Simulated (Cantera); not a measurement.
A freely propagating, adiabatic, planar premixed flame of 28.7 % H2, 15.0 % O2, 56.3 % N2, unburnt at 498 K and 100000 Pa; mixture-averaged transport, grid criteria slope 0.08 and curve 0.16, no radiation.

Computed with Cantera and the H2/O2 subset of GRI-Mech 3.0, which has no nitrogen chemistry. Burning velocities carry a grid error of a few per cent, more on coarse grids.

Problem. Predict: laminar burning velocity; thermal thickness; peak x(OH); peak x(HO2); peak x(H2O2).

Solution. 
```
Property                     Value
------------------------  --------
laminar burning velocity  514 cm/s
thermal thickness         0.435 mm
peak x(OH)                  0.0176
peak x(HO2)               0.000378
peak x(H2O2)               3.54e-5
```
